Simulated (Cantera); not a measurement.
Cantera run:

```python
import numpy as np
import cantera as ct

gas_names = [...]  # 116 gases of nasa_gas.yaml made of C, H, Mg, O
cond_names = """
    C(gr) C6H6(L) C7H8(L) C8H18(L),n-octa H2O(s) H2O(L) Mg(cr) Mg(L) MgCO3(s) MgO(s) MgO(L) MgO2H2(s)
""".split()


# ... load() reads the species with a 1 bar reference pressure and builds the phases ...
atoms = {
    'MgO': {'Mg': 1, 'O': 1},
    'CH4': {'C': 1, 'H': 4},
    'H2': {'H': 2},
    'C': {'C': 1},
}
top_T = {'C(gr)': 4500}  # K; cautious upper limits of use, not melting points


# ... equilibrate(T, P, feed) seeds the gas with the atoms and calls Mixture.equilibrate('TP', solver="vcs", rtol=1e-11, max_steps=5000) ...
results = []
feed = {'MgO': 1, 'CH4': 0.81, 'H2': 1.8, 'C': 4.5}  # mol
P = 11000  # Pa
for T in [1198, 1223, 1248, 1273, 1298, 1323, 1348, 1373, 1398, 1423, 1448, 1473, 1498, 1523]:
    mix = equilibrate(T, P, feed)
    results.append((T, P, feed, dict(zip(mix.species_names, mix.species_moles))))
    x = sorted(zip(gas.X, gas.species_names), reverse=True)
    print(f"T = {T:g} K  P = {P:g} Pa  gas = {mix.phase_moles(0):.4g} mol")
    print("   x: " + "  ".join(f"{s} {v:.3e}" for v, s in x if v > 0.0001))
    print("   condensed (mol): " + ("  ".join(f"{mix.phase(i).name} {mix.phase_moles(i):.4g}"
          for i in range(1, mix.n_phases) if mix.phase_moles(i) > 1e-12) or "none"))
```

It prints:

```
T = 1198 K  P = 11000 Pa  gas = 3.414 mol
   x: H2 9.982e-01  CH4 1.758e-03
   condensed (mol): C(gr) 5.304  MgO(s) 1
T = 1223 K  P = 11000 Pa  gas = 3.415 mol
   x: H2 9.985e-01  CH4 1.461e-03
   condensed (mol): C(gr) 5.305  MgO(s) 0.9999
T = 1248 K  P = 11000 Pa  gas = 3.416 mol
   x: H2 9.987e-01  CH4 1.223e-03
   condensed (mol): C(gr) 5.306  MgO(s) 0.9998
T = 1273 K  P = 11000 Pa  gas = 3.417 mol
   x: H2 9.988e-01  CH4 1.031e-03
   condensed (mol): C(gr) 5.306  MgO(s) 0.9997
T = 1298 K  P = 11000 Pa  gas = 3.418 mol
   x: H2 9.988e-01  CH4 8.743e-04  CO 1.441e-04  Mg 1.438e-04
   condensed (mol): C(gr) 5.307  MgO(s) 0.9995
T = 1323 K  P = 11000 Pa  gas = 3.419 mol
   x: H2 9.988e-01  CH4 7.459e-04  CO 2.487e-04  Mg 2.482e-04
   condensed (mol): C(gr) 5.307  MgO(s) 0.9991
T = 1348 K  P = 11000 Pa  gas = 3.421 mol
   x: H2 9.985e-01  CH4 6.398e-04  CO 4.204e-04  Mg 4.194e-04
   condensed (mol): C(gr) 5.306  MgO(s) 0.9986
T = 1373 K  P = 11000 Pa  gas = 3.423 mol
   x: H2 9.980e-01  CO 6.969e-04  Mg 6.952e-04  CH4 5.517e-04
   condensed (mol): C(gr) 5.306  MgO(s) 0.9976
T = 1398 K  P = 11000 Pa  gas = 3.426 mol
   x: H2 9.972e-01  CO 1.134e-03  Mg 1.131e-03  CH4 4.778e-04
   condensed (mol): C(gr) 5.304  MgO(s) 0.9961
T = 1423 K  P = 11000 Pa  gas = 3.431 mol
   x: H2 9.959e-01  CO 1.813e-03  Mg 1.808e-03  CH4 4.155e-04
   condensed (mol): C(gr) 5.302  MgO(s) 0.9938
T = 1448 K  P = 11000 Pa  gas = 3.438 mol
   x: H2 9.939e-01  CO 2.852e-03  Mg 2.844e-03  CH4 3.625e-04
   condensed (mol): C(gr) 5.299  MgO(s) 0.9902
T = 1473 K  P = 11000 Pa  gas = 3.449 mol
   x: H2 9.908e-01  CO 4.416e-03  Mg 4.402e-03  CH4 3.171e-04
   condensed (mol): C(gr) 5.294  MgO(s) 0.9848
T = 1498 K  P = 11000 Pa  gas = 3.466 mol
   x: H2 9.862e-01  CO 6.735e-03  Mg 6.713e-03  CH4 2.776e-04
   condensed (mol): C(gr) 5.286  MgO(s) 0.9767
T = 1523 K  P = 11000 Pa  gas = 3.49 mol
   x: H2 9.794e-01  CO 1.013e-02  Mg 1.009e-02  CH4 2.430e-04
   condensed (mol): C(gr) 5.274  MgO(s) 0.9647
```

These are equilibrium values from Cantera (NASA tables, ideal gas, pure condensed phases), not measurements of a reactor. The tables' values for MgH are old estimates; treat these amounts as uncertain.
